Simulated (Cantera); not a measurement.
An isothermal, constant-pressure homogeneous reactor starts with 92.1 % NO, 7.92 % N2, at 2150 K and 0.530 bar.

Computed with Cantera and GRI-Mech 3.0 (53 species, 325 reactions).

One state of this run: x NO = 0.794; x N2 = 0.142; x NO2 = 0.000462; x O = 0.000786; x O2 = 0.0622; x N2O = 0.000283. x: mole fraction; the columns are a selection and need not sum to one.

Q: Which value of t (s) does it belong to?
(A) 0.00398
(B) 0.0316
(C) 0.00141
(D) 0.000500

A: B, 0.0316
